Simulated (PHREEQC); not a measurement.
Dissolve 0.067 mol/kgw Cu(NO3)2, 0.043 mol/kgw HBF4 and 0.2 mol/kgw H3BO3 at 78 °C. It is in equilibrium with CO2 at log p = -3.5 (atm). Otherwise closed; pH follows from the charge balance.

The numbers come from PHREEQC with the ion-association model, wateq4f.dat.

Precipitation was switched off in this run.

Task: Estimate the pH, activity of water, ionic strength.

Result: pH 1.47; activity of water 0.992; ionic strength 0.244 mol/kgw.

Task: In which forms is B present?

Result: H3BO3 82 %, BF4- 15 %, BF3OH- 1.6 %, BF2(OH)2- 1.4 % of the B.

Constants without temperature data keep their 25 °C values here. Real BF4- forms and hydrolyses slowly; the run takes it at equilibrium.
